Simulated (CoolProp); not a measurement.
Model: reference Helmholtz-energy equation of state, Marx 1992, in CoolProp.

Problem. Give the vapour pressure (kPa), liquid density (kg/m³), vapour density (kg/m³), enthalpy of vaporisation (kJ/kg) of saturated R113 at 270.7, 277.3 K.

Solution. 
```csv
T (K),p (kPa),liquid density (kg/m³),vapour density (kg/m³),enthalpy of vaporisation (kJ/kg)
270.7,13.3,1630,1.12,159
277.3,18.3,1610,1.51,158
```
